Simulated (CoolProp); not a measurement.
The numbers come from the reference Helmholtz-energy equation of state, Lemmon 2006 in CoolProp. It is a short technical equation, of lower accuracy than the large ones.

Task: For acetone, give the phase and the cv (kJ/(kg K)), Joule-Thomson coefficient (K/MPa) at 454.8 K and 0.281 bar; 502.8 K and 1.08 bar; 523 K and 184 bar.

Result: 
- 454.8 K and 0.281 bar: gas; cv 1.60, Joule-Thomson coefficient 17.3
- 502.8 K and 1.08 bar: gas; cv 1.74, Joule-Thomson coefficient 12.0
- 523 K and 184 bar: supercritical; cv 2.01, Joule-Thomson coefficient 0.318
